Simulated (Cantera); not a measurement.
Cantera run:

```python
import numpy as np
import cantera as ct

gas_names = """
    CL CL2 H HCL H2 Si SiCL SiCL2 SiCL3 SiCL4 SiH SiHCL3 SiH2 SiH2CL2 SiH3 SiH3CL SiH4 Si2 Si3
""".split()
cond_names = """
    Si(cr) Si(L)
""".split()


# ... load() reads the species with a 1 bar reference pressure and builds the phases ...
atoms = {
    'SiCl4': {'Si': 1, 'CL': 4},
    'HCl': {'H': 1, 'CL': 1},
    'H2': {'H': 2},
}
top_T = {}  # K; cautious upper limits of use, not melting points


# ... equilibrate(T, P, feed) seeds the gas with the atoms and calls Mixture.equilibrate('TP', solver="vcs", rtol=1e-11, max_steps=5000) ...
results = []
feed = {'SiCl4': 1, 'HCl': 0.6, 'H2': 16}  # mol
T = 1575  # K
for P in [10000, 26000, 67000, 170000, 450000, 1200000, 3000000]:
    mix = equilibrate(T, P, feed)
    results.append((T, P, feed, dict(zip(mix.species_names, mix.species_moles))))
    x = sorted(zip(gas.X, gas.species_names), reverse=True)
    print(f"T = {T:g} K  P = {P:g} Pa  gas = {mix.phase_moles(0):.4g} mol")
    print("   x: " + "  ".join(f"{s} {v:.3e}" for v, s in x if v > 0.0001))
    print("   condensed (mol): " + ("  ".join(f"{mix.phase(i).name} {mix.phase_moles(i):.4g}"
          for i in range(1, mix.n_phases) if mix.phase_moles(i) > 1e-12) or "none"))
```

Result:

```
T = 1575 K  P = 10000 Pa  gas = 18.54 mol
   x: H2 8.113e-01  HCL 1.346e-01  SiCL2 4.892e-02  SiCL3 3.640e-03  SiCL4 7.086e-04  SiHCL3 5.699e-04  H 1.184e-04
   condensed (mol): none
T = 1575 K  P = 26000 Pa  gas = 18.49 mol
   x: H2 8.151e-01  HCL 1.307e-01  SiCL2 4.562e-02  SiCL3 5.303e-03  SiCL4 1.613e-03  SiHCL3 1.342e-03  SiH2CL2 1.843e-04
   condensed (mol): none
T = 1575 K  P = 67000 Pa  gas = 18.41 mol
   x: H2 8.211e-01  HCL 1.245e-01  SiCL2 4.046e-02  SiCL3 7.165e-03  SiCL4 3.320e-03  SiHCL3 2.921e-03  SiH2CL2 4.243e-04
   condensed (mol): none
T = 1575 K  P = 170000 Pa  gas = 18.29 mol
   x: H2 8.294e-01  HCL 1.159e-01  SiCL2 3.337e-02  SiCL3 8.716e-03  SiCL4 5.957e-03  SiHCL3 5.689e-03  SiH2CL2 8.968e-04
   condensed (mol): none
T = 1575 K  P = 450000 Pa  gas = 18.13 mol
   x: H2 8.396e-01  HCL 1.053e-01  SiCL2 2.446e-02  SiHCL3 1.003e-02  SiCL4 9.424e-03  SiCL3 9.386e-03  SiH2CL2 1.762e-03
   condensed (mol): none
T = 1575 K  P = 1.2e+06 Pa  gas = 17.96 mol
   x: H2 8.492e-01  HCL 9.513e-02  SiCL2 1.553e-02  SiHCL3 1.534e-02  SiCL4 1.288e-02  SiCL3 8.742e-03  SiH2CL2 3.016e-03  SiH3CL 1.764e-04
   condensed (mol): none
T = 1575 K  P = 3e+06 Pa  gas = 17.82 mol
   x: H2 8.559e-01  HCL 8.798e-02  SiHCL3 2.007e-02  SiCL4 1.546e-02  SiCL2 8.787e-03  SiCL3 7.206e-03  SiH2CL2 4.301e-03  SiH3CL 2.742e-04
   condensed (mol): none
```

Method: chemical equilibrium by Gibbs-energy minimisation in Cantera with the NASA 1993 tables (ideal gas, pure condensed phases). The tables' values for SiCl3 are old estimates; treat these amounts as uncertain.
